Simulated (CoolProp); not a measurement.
Vapour-liquid equilibrium of cyclohexane (1) + n-heptane (2) at 0.0545 MPa; x and y are mole fractions of (1).

Model: multi-fluid Helmholtz-energy mixture model, Zhou 2014 and Span 2003; pair parameters Bell 2016, in CoolProp.

**Question.** Give the bubble temperature and the first vapour's composition at x = 0.2, 0.5, 0.8. Is there an azeotrope?

**Answer.** x = 0.2: 347.3 K, y = 0.309; x = 0.5: 341.7 K, y = 0.640; x = 0.8: 337.1 K, y = 0.874. No azeotrope shows between x = 0.05 and 0.95.

Pair parameters are fitted to limited data, so mixtures are less certain than the pure fluids.
